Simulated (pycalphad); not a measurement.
All values are pycalphad results on the COST 507 light-alloy database (1999) (1 atm), not direct measurements. The data set is of 1999 and partly superseded. Amounts are mole fractions of atoms.

Question: Give the equilibrium state of Si-28.77Al (wt.%) at 1300 K.

Answer: LIQUID, fraction 0.554, with 52.4 Al wt.%; DIAMOND_A4, fraction 0.446, with 0.01 Al wt.%.

Question: Give the equilibrium state of Si-28.77Al (wt.%) at 550 K.

Answer: 
```
T = 550.00 K, P = 101325 Pa, N = 1 mol of atoms
G = -13819 J/mol, H = 5901 J/mol, S = 35.85 J/(mol K)  (SER reference)
chemical potentials (J/mol): Si -12177, Al -17723
phase             fraction      x(Si)      x(Al)
DIAMOND_A4          0.7039     1.0000   1.45e-10
FCC_A1              0.2961   0.000374     0.9996
```

FCC_A1 is fcc; DIAMOND_A4 is diamond (Si).
